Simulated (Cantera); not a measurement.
Input: 1 mol B2O3, 0.083 mol H2O, 0.51 mol N2, equilibrated at 1825 K and 10.0 Torr.

Cantera equilibrium calculation (NASA polynomials, part measured and part estimated; ideal gas, pure solids and liquids). Candidate condensed phases: B, BN, B2O3, B3O3H3, H2O; 39 gas species. Rates play no part.

Base state: N2 0.484, B2O3 0.362, HBO2 0.147, H2O 0.00458, BO2 0.00175, H2 0.000735, BO 0.000164, H 0.000103 (mole fractions); condensed: B2O3(l).

Task: What changes in the equilibrium state with this change: temperature from 1825 K to 1498.15 K?

Result: 
```
species         before    after
------------  --------  -------
N2               0.484    0.830
H2O            0.00458    0.102
HBO2             0.147   0.0660
B2O3             0.362  0.00157
B2O2           2.22e-5    <1e-9
BO            0.000164  1.89e-8
HBO            6.71e-5  6.73e-8
(HBO2)3        8.29e-8  1.75e-5
B2O3(l), mol     0.540    0.979
```
Gases not in the tables: H3BO3.

Task: What changes in the equilibrium state with this change: temperature from 1825 K to 800 K?

Result: 
| species | before | after |
|---|---|---|
| N2 | 0.484 | 0.860 |
| H2O | 0.00458 | 0.139 |
| (HBO2)3 | 8.29e-8 | 0.000557 |
| B2O3 | 0.362 | <1e-9 |
| HBO2 | 0.147 | 4.22e-7 |
| BO2 | 0.00175 | <1e-9 |
| H2 | 0.000735 | 2.04e-9 |
| BO | 0.000164 | <1e-9 |
| H | 0.000103 | <1e-9 |
| B2O3(l), mol | 0.540 | 1.000 |
Gases not in the tables: H3BO3.
